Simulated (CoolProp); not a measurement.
n-perfluorohexane at several states: density (kg/m³) from the reference equation and from simpler models built on Tc = 174.9 °C, pc = 1.742 MPa, ω = 0.497; each cubic takes its own stable root.

The numbers come from the reference Helmholtz-energy equation of state, Gao 2022 in CoolProp.

```csv
T (°C),p (MPa),phase,reference,van der Waals,Redlich-Kwong
138.95,0.719,gas,[?],86.18,[?]
83.35,0.3,liquid,[?],[?],39.05
164.85,5.12,liquid,[?],[?],[?]
```

### Question
What belongs in the gaps?

### Answer

- 138.95, reference: 93.61
- 138.95, Redlich-Kwong: 89.88
- 83.35, reference: 1490
- 83.35, van der Waals: 37.85
- 164.85, reference: 1233
- 164.85, van der Waals: 813.8
- 164.85, Redlich-Kwong: 1033

At some of these states van der Waals, Redlich-Kwong gives the other phase, because its saturation line lies elsewhere.
